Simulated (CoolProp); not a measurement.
R1336mzz(Z) along the isotherm 500 K: fugacity coefficient from the reference equation and from simpler models built on Tc = 444.5 K, pc = 2.904 MPa, ω = 0.386; each cubic takes its own stable root.

Computed with CoolProp (reference Helmholtz-energy equation of state, McLinden 2020).

```
p (MPa)          phase  reference
-------  -------------  ---------
0.396              gas     0.9690
0.792              gas     0.9385
1.19               gas     0.9084
1.58               gas     0.8792
1.98               gas     0.8498
2.38               gas     0.8208
2.77               gas     0.7931
3.17     supercritical     0.7650
3.56     supercritical     0.7382
3.96     supercritical     0.7112
4.36     supercritical     0.6848
```

### Question
How far does each simpler model (van der Waals, Redlich-Kwong, Soave-Redlich-Kwong) lie from the reference over these 11 states: mean and median of the absolute difference, and the worst?

### Answer
- van der Waals: mean 0.6 %, median 0.2 %, worst -2.3 % at 500 K and 4.36 MPa
- Redlich-Kwong: mean 1.3 %, median 1.1 %, worst -2.6 % at 500 K and 4.36 MPa
- Soave-Redlich-Kwong: mean 1.2 %, median 1.1 %, worst +2.7 % at 500 K and 4.36 MPa
